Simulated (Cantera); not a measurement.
Feed: 1 mol B2O3, 6.3 mol N2, 1.7 mol H2, equilibrated at 13.3 mbar.

Equilibrium computed with Cantera from the NASA thermochemical tables; the gas is ideal and each condensed phase is pure. Candidate condensed phases: B, BN, B2O3, B3O3H3, H2O; 39 gas species. N2 is the only nitrogen source here; it is nearly inert below about 1500 K, so the nitride shown seldom forms there in practice. Mutual solubility and eutectic melting of coexisting phases are not modelled. Equilibrium is a limit: real reactors are often held back by kinetics, nucleation or transport.

Problem. Which condensed phases are stable at each of these points (T (°C)): 500, 650, 800, 950, 1100, 1250, 1400, 1550, 1700, 1850, 2000, 2150?

Solution. 
```
T (°C)  condensed phases  B condensed (%)
------  ----------------  ---------------
500      BN(s) + B2O3(l)            100.0
650      BN(s) + B2O3(l)            100.0
800      BN(s) + B2O3(l)            100.0
950      BN(s) + B2O3(l)             99.9
1100     BN(s) + B2O3(l)             99.4
1250     BN(s) + B2O3(l)             95.2
1400             B2O3(l)             53.3
1550            gas only              0.0
1700            gas only              0.0
1850            gas only              0.0
2000            gas only              0.0
2150            gas only              0.0
```

From 500 °C to 1250 °C the condensed part is BN(s) + B2O3(l). At 1400 °C the condensed part is B2O3(l). From 1550 °C to 2150 °C nothing is condensed.
